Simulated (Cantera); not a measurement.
Input: 1 mol MgF2, 0.67 mol O2, 2 mol N2, equilibrated at 428 Torr.

Method: chemical equilibrium by Gibbs-energy minimisation in Cantera with the NASA 1993 tables (ideal gas, pure condensed phases). Candidate condensed phases: Mg, MgF2, MgO; 24 gas species. Equilibrium is a limit: real reactors are often held back by kinetics, nucleation or transport.

### Question
At 1823 K, list the 5 most abundant gas species with their mole fractions, and the condensed phases.

### Answer
N2 0.740, O2 0.246, MgF2 0.00844, NO 0.00471, O 9.92e-5. Condensed: MgF2(l).
